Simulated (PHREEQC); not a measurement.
Solution (73 °C): 0.057 mol/kgw NaH2PO4 and 0.00781 mol/kgw K2HPO4. Closed to the air; pH follows from the charge balance.

Model: ion-association model, phreeqc.dat, run in PHREEQC.

Precipitation was switched off in this run.

Question: Order these P species by the share of P that they hold, largest first: KHPO4-, NaHPO4-, H2PO4-, HPO4-2.

Answer: H2PO4- (88 %), HPO4-2 (11 %), NaHPO4- (0.47 %), KHPO4- (0.13 %)

The pH is 5.90 and the ionic strength 0.0797 mol/kgw. Constants without temperature data keep their 25 °C values here.
